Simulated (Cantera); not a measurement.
**CHF3 + Si (fluorocarbon and chlorocarbon gases)**

Feed: 1 mol CHF3, 0.024 mol Si, held at 1977 °C and 1.00 bar.

Method: chemical equilibrium by Gibbs-energy minimisation in Cantera with the NASA 1993 tables (ideal gas, pure condensed phases). Candidate condensed phases: C, C6H6, C7H8, C8H18, Si, SiC; 113 gas species. The tables' values for C2F4 are old estimates; treat these amounts as uncertain. Gases not in the tables: C2F6 and larger saturated fluorocarbons. The numbers say what is thermodynamically allowed, not how fast it happens.

```json
{
  "x(HF)": "0.650",
  "x(CF4)": "0.285",
  "x(CF2)": "0.0372",
  "x(SiF4)": "0.0156",
  "x(F)": "0.00687",
  "x(CF3)": "0.00507",
  "x(CF)": "9.49e-5",
  "x(CHF3)": "4.99e-5",
  "x(C2F4)": "1.08e-5",
  "n(C(graphite))": "0.496 mol",
  "gas_amount": "1.539 mol",
  "log10 activity of Si(l) (absent)": "-17.11"
}
```
